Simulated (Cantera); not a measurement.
CCl4 + F2 (fluorocarbon and chlorocarbon gases)

Input: 1 mol CCl4, 0.33 mol F2, held at 0.100 bar.

Equilibrium computed with Cantera from the NASA thermochemical tables; the gas is ideal and each condensed phase is pure. Candidate condensed phases: C; 27 gas species. The tables' values for CCl are old estimates; treat these amounts as uncertain. Gases not in the tables: C2F6 and larger saturated fluorocarbons. Kinetics and transport are ignored.

From 1950 K to 3150 K the condensed part is C(graphite). At 3300 K nothing is condensed. The main C-bearing gas is CF4 at 1950 K and C3 at 3300 K. The share of C in condensed phases is highest at 2850 K (88.3 %) and lowest at 3300 K (0.0 %).

```
T (K)   x Cl     x Cl2      x F      x C3    x CF2     x CF4      x CF  n C(graphite)
-----  -----  --------  -------  --------  -------  --------  --------  -------------
1950   0.782     0.166  0.00175  7.83e-11  0.00466    0.0409   6.31e-6          0.825
2100   0.877    0.0681  0.00664   2.89e-9   0.0138    0.0315   4.92e-5          0.812
2250   0.902    0.0273   0.0194   6.50e-8   0.0297    0.0182  0.000268          0.791
2400   0.897    0.0115   0.0418   9.81e-7   0.0411   0.00563  0.000990          0.787
2550   0.887   0.00527   0.0671   1.07e-5   0.0364  0.000888   0.00255          0.820
2700   0.877   0.00264   0.0895   8.80e-5   0.0248  0.000101   0.00515          0.861
2850   0.869   0.00142    0.105  0.000578   0.0146   9.86e-6   0.00877          0.883
3000   0.861  0.000809    0.113   0.00312  0.00778   9.05e-7    0.0131          0.852
3150   0.845  0.000478    0.114    0.0143  0.00389   8.18e-8    0.0177          0.661
3300   0.804  0.000277    0.108    0.0498  0.00176   6.99e-9    0.0210              0
```
x: gas mole fraction; n: condensed amount in mol.
